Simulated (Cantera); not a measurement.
Equilibrium for silicon nitride deposition: SiF4 + NH3 + H2

Feed: 1 mol SiF4, 0.17 mol NH3, 91 mol H2, equilibrated at 477 °C.

Method: chemical equilibrium by Gibbs-energy minimisation in Cantera with the NASA 1993 tables (ideal gas, pure condensed phases). Candidate condensed phases: Si, Si3N4; 37 gas species. The numbers say what is thermodynamically allowed, not how fast it happens.

```tsv
P (Pa)	x H2	x SiF4	x N2	x NH3	n Si3N4(s)
5	0.988	0.0108	0.000918	7.60e-9	0.000120
17	0.988	0.0108	0.000918	2.59e-8	0.000101
59	0.988	0.0108	0.000919	8.97e-8	8.30e-5
210	0.988	0.0108	0.000919	3.19e-7	6.53e-5
710	0.988	0.0108	0.000919	1.08e-6	4.90e-5
2400	0.988	0.0108	0.000918	3.65e-6	3.32e-5
8400	0.988	0.0108	0.000914	1.27e-5	1.72e-5
29000	0.988	0.0108	0.000899	4.36e-5	0
100000	0.988	0.0108	0.000848	0.000146	0
```
x: gas mole fraction; n: condensed amount in mol.

From 5.00 Pa to 84.0 mbar the condensed part is Si3N4(s). From 0.290 bar to 1.00 bar nothing is condensed. The main Si-bearing gas is SiF4 throughout.
